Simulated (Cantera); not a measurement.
Feed: 1 mol S, 9.1 mol H2O, at 2.40 Torr.

These are equilibrium values from Cantera (NASA tables, ideal gas, pure condensed phases), not measurements of a reactor. Candidate condensed phases: H2O, H2SO4, S; 19 gas species. Gases not in the tables: S3 to S7. Equilibrium is a limit: real reactors are often held back by kinetics, nucleation or transport.

### Question
At 1075 K, list the 4 most abundant gas species with their mole fractions, and the condensed phases.

### Answer
H2O 0.878, H2 0.0422, SO2 0.0327, S2 0.0236. Condensed: gas only.
